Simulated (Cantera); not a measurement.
Moist CO burnout

An isothermal, constant-pressure homogeneous reactor starts with 1.31 % CO, 1.68 % O₂, 3.64 % H₂O, 93.4 % N₂, equivalence ratio 0.39, at 1025 K and 13300 Pa.

Computed with Cantera and GRI-Mech 3.0 (53 species, 325 reactions).

```
t (s)         x CO    x O₂   x H₂O     x NO       x H    x H₂O₂     x CO₂
--------  --------  ------  ------  -------  --------  --------  --------
0.000300    0.0131  0.0168  0.0364   <1e-12    <1e-12    <1e-12  1.70e-11
0.000830    0.0131  0.0168  0.0364   <1e-12  3.91e-12    <1e-12  5.19e-11
0.00229     0.0131  0.0168  0.0364   <1e-12  3.43e-11    <1e-12  2.14e-10
0.00634     0.0131  0.0168  0.0364   <1e-12  4.34e-10    <1e-12   2.30e-9
0.0175      0.0131  0.0168  0.0364   <1e-12   8.82e-8  8.95e-12   4.79e-7
0.0485     0.00782  0.0144  0.0356  3.26e-8  0.000636   9.06e-8   0.00527
0.134     0.000589  0.0107  0.0365  1.07e-7   3.99e-5   1.28e-7    0.0126
0.371      6.53e-5  0.0104  0.0366  1.07e-7   1.37e-6   5.84e-8    0.0131
1.03       7.83e-6  0.0103  0.0366  1.06e-7   6.32e-8   1.47e-8    0.0132
2.84       8.47e-7  0.0103  0.0367  1.06e-7   3.34e-9   2.99e-9    0.0132
7.85       7.34e-8  0.0103  0.0367  1.07e-7  2.26e-10  6.11e-10    0.0132
21.7       4.73e-9  0.0103  0.0367  1.07e-7  2.33e-11  1.50e-10    0.0132
60.0      5.25e-10  0.0103  0.0367  1.07e-7  3.72e-12  4.57e-11    0.0132
```
x: mole fraction; the columns are a selection and need not sum to one.

Equilibrium at this temperature and pressure: CO 4.98e-11, O₂ 0.0103, H₂O 0.0367, NO 9.97e-6, H <1e-12, H₂O₂ 5.24e-12, CO₂ 0.0132 (gas phase only).
